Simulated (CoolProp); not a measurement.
Aqueous methanol as a coolant, 57 % by mass, freezing at -67.2 °C, 1 atm.

Model: Melinder's fits for secondary coolants, in CoolProp.

| T (°C) | Prandtl number | viscosity (mPa s) | cp (kJ/(kg K)) | density (kg/m³) |
|---|---|---|---|---|
| -39.4 | 152 | 16.9 | 2.788 | 941.6 |
| -31.2 | 101 | 10.9 | 2.903 | 936.2 |
| -22.9 | … | 7.32 | 3.013 | … |
| -14.7 | 51.1 | 5.16 | 3.115 | 925.2 |
| -6.4 | 38.2 | 3.76 | 3.210 | 919.6 |
| 1.9 | 29.4 | 2.83 | 3.295 | 913.8 |
| 10.1 | 23.2 | … | 3.367 | 908.1 |
| 18.4 | 18.6 | 1.73 | 3.428 | 902.2 |
| 26.6 | 15.1 | 1.39 | … | 896.4 |
| 34.9 | 12.3 | 1.13 | 3.505 | 890.5 |

Q: Some entries are withheld; supply them.

A: 
- -22.9, Prandtl number: 70.5
- -22.9, density (kg/m³): 930.7
- 10.1, viscosity (mPa s): 2.19
- 26.6, cp (kJ/(kg K)): 3.474
